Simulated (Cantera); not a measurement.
# Stirred combustor or abatement burner

A perfectly stirred reactor is fed with CO : H2 : CH4 : O2 : N2 : H2O = 1 : 0.23 : 0.11 : 0.522 : 3.08 : 0.012 (molar parts), equivalence ratio 1.6, at 9.87 atm; it is adiabatic with a 400 K inlet, and is followed from long to short residence time, starting on the burning branch (τ in s: 0.39, 0.13, 0.042, 0.014, 0.0046, 0.0015, 0.0005, 0.00016, 5.4e-05, 1.8e-05).

Computed with Cantera and GRI-Mech 3.0 (53 species, 325 reactions).

| τ (s) | T (K) | x CO | x H2 | x CH4 | x H2O | x O | x CO2 |
|---|---|---|---|---|---|---|---|
| 0.39 | 1894 | 0.116 | 0.0183 | 3.37e-5 | 0.0809 | 1.03e-7 | 0.122 |
| 0.13 | 1894 | 0.116 | 0.0183 | 5.23e-5 | 0.0809 | 2.33e-7 | 0.122 |
| 0.042 | 1893 | 0.116 | 0.0182 | 7.09e-5 | 0.0808 | 6.22e-7 | 0.122 |
| 0.014 | 1890 | 0.116 | 0.0181 | 8.46e-5 | 0.0808 | 1.80e-6 | 0.122 |
| 0.0046 | 1886 | 0.117 | 0.0180 | 9.69e-5 | 0.0807 | 5.64e-6 | 0.122 |
| 0.0015 | 1878 | 0.117 | 0.0178 | 0.000115 | 0.0805 | 1.84e-5 | 0.121 |
| 0.00050 | 1865 | 0.118 | 0.0175 | 0.000151 | 0.0802 | 5.74e-5 | 0.120 |
| 0.00016 | 1838 | 0.120 | 0.0170 | 0.000231 | 0.0796 | 0.000174 | 0.117 |
| 5.4e-5 | 1783 | 0.126 | 0.0161 | 0.000431 | 0.0789 | 0.000441 | 0.111 |
| 1.8e-5 | 400 | 0.202 | 0.0464 | 0.0222 | 0.00242 | <1e-12 | <1e-12 |
x: mole fraction; the columns are a selection and need not sum to one.
